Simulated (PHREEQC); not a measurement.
**Spent oxide etchant: an equilibrium model**

Solution (25 °C): 0.0048 mol/kgw NH4HF2, 0.018 mol/kgw (NH4)2SiF6 and 0.00052 mol/kgw H3BO3. Closed to the air; pH follows from the charge balance.

All values are PHREEQC results (ion-association model, phreeqc.dat), not measurements.

```yaml
pH: 3.30
ionic_strength: 0.0594 mol/kgw
density: 0.999 g/cm³
total_alkalinity: -76.8 meq/kg
```

```tsv
species	molality	activity	log γ
NH4+	0.0408	0.0321	-0.104
SiF6-2	0.0180	0.00794	-0.355
F-	0.00492	0.00393	-0.097
HF	0.00293	0.00297	0.006
H+	0.000595	0.000504	-0.072
BF4-	0.000395	0.000320	-0.091
HF2-	5.53e-5	4.48e-5	-0.091
H3BO3	5.40e-5	5.47e-5	0.006
BF3OH-	4.88e-5	3.96e-5	-0.091
BF2(OH)2-	2.24e-5	1.82e-5	-0.091
```

No solid was allowed to form. SiF6-2 is the database's only silicon fluoride. Real BF4- forms and hydrolyses slowly; the run takes it at equilibrium.
